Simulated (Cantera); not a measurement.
What does this Cantera script print?

```python
import numpy as np
import cantera as ct

gas = ct.Solution("h2o2.yaml")
gas.TPX = 1223, 500000, {'H2': 1, 'O2': 0.641, 'N2': 2.41}
reactor = ct.IdealGasConstPressureReactor(gas, energy="on", clone=False)
net = ct.ReactorNet([reactor])
net.rtol, net.atol = 1e-08, 1e-16
show = ['H2', 'O2', 'OH', 'H', 'O', 'HO2']
times = np.geomspace(3e-06, 6, 14)

steps = ct.SolutionArray(gas, extra=["t"])
rows = []
print(f"{'t/s':>10s}{'T/K':>9s}{'P/Pa':>11s}" + "".join(f"{s:>11s}" for s in show))
for t in times:
    while net.time < t:
        t_next = net.step()
        steps.append(gas.state, t=t_next)
    rows.append([np.interp(t, steps.t, y) for y in (steps.T, steps.P, *steps(*show).X.T)])
    print(f"{t:10.3e}{rows[-1][0]:9.1f}{rows[-1][1]:11.4g}" + "".join(f"{x:11.3e}" for x in rows[-1][2:]))
rate = np.gradient(steps.T, steps.t)
print("integrator steps:", len(steps.t))
if steps.T.max() > steps.T[0] + 200:
    print(f"time of steepest temperature rise: {steps.t[rate.argmax()]:.4e} s")
gas.TPX = 1223, 500000, {'H2': 1, 'O2': 0.641, 'N2': 2.41}
gas.equilibrate("HP")
print(f"equilibrium (HP): T = {gas.T:.1f} K  " + "  ".join(f"{s} {gas[s].X[0]:.3e}" for s in show))
```

Output:

```
       t/s      T/K       P/Pa         H2         O2         OH          H          O        HO2
 3.000e-06   1223.0      5e+05  2.469e-01  1.582e-01  3.013e-08  3.094e-07  5.521e-08  4.783e-07
 9.158e-06   1226.8      5e+05  2.459e-01  1.576e-01  3.562e-05  2.550e-04  4.480e-05  2.106e-04
 2.796e-05   2737.4      5e+05  1.219e-02  3.837e-02  2.188e-02  3.993e-03  4.555e-03  1.740e-05
 8.535e-05   2758.4      5e+05  1.085e-02  3.809e-02  2.096e-02  3.311e-03  4.038e-03  1.742e-05
 2.606e-04   2758.4      5e+05  1.085e-02  3.809e-02  2.096e-02  3.311e-03  4.038e-03  1.742e-05
 7.954e-04   2758.4      5e+05  1.085e-02  3.809e-02  2.096e-02  3.311e-03  4.038e-03  1.742e-05
 2.428e-03   2758.4      5e+05  1.085e-02  3.809e-02  2.096e-02  3.311e-03  4.038e-03  1.742e-05
 7.413e-03   2758.4      5e+05  1.085e-02  3.809e-02  2.096e-02  3.311e-03  4.038e-03  1.742e-05
 2.263e-02   2758.4      5e+05  1.085e-02  3.809e-02  2.096e-02  3.311e-03  4.038e-03  1.742e-05
 6.908e-02   2758.4      5e+05  1.085e-02  3.809e-02  2.096e-02  3.311e-03  4.038e-03  1.742e-05
 2.109e-01   2758.4      5e+05  1.085e-02  3.809e-02  2.096e-02  3.311e-03  4.038e-03  1.742e-05
 6.438e-01   2758.4      5e+05  1.085e-02  3.809e-02  2.096e-02  3.311e-03  4.038e-03  1.742e-05
 1.965e+00   2758.4      5e+05  1.085e-02  3.809e-02  2.096e-02  3.311e-03  4.038e-03  1.742e-05
 6.000e+00   2758.4      5e+05  1.085e-02  3.809e-02  2.096e-02  3.311e-03  4.038e-03  1.742e-05
integrator steps: 1155
time of steepest temperature rise: 1.2266e-05 s
equilibrium (HP): T = 2758.4 K  H2 1.085e-02  O2 3.809e-02  OH 2.096e-02  H 3.311e-03  O 4.038e-03  HO2 1.742e-05
```

Model: the H2/O2 subset of GRI-Mech 3.0, which has no nitrogen chemistry, integrated in Cantera. The hydrogen kinetics of GRI-Mech 3.0 are dated; newer H2 mechanisms differ, most at raised pressure.
